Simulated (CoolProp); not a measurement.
The fluid at 239.84 K and 0.0503 MPa flows at 0.85 m/s in a round tube of 10 mm bore and 0.25 µm roughness, fully developed (64/Re and Nu = 3.66 if laminar; Colebrook and Gnielinski if turbulent). The same conditions are run with several fluids, on thermodynamics alone (safety and materials aside).

The numbers come from the reference Helmholtz-energy equation of state of each fluid (R22: Kamei 1995; methane: Setzmann 1991; ammonia: Gao 2020) in CoolProp.

| fluid | Reynolds number | Darcy friction factor | pressure drop (Pa/m) | heat-transfer coefficient (W/(m² K)) | mass flow (kg/h) |
|---|---|---|---|---|---|
| R22 | ? | 0.0375 | 3.00 | 2.94 | 0.532 |
| methane | ? | 0.172 | ? | 9.70 | 0.0974 |
| ammonia | 458 | 0.140 | 2.20 | 7.65 | ? |

Some entries are withheld; supply them.


- R22, Reynolds number: 1710
- methane, Reynolds number: 372
- methane, pressure drop (Pa/m): 2.52
- ammonia, mass flow (kg/h): 0.105

Transport values come from each fluid's own correlations; those of R22 are estimates that may be off by 10 % or more.
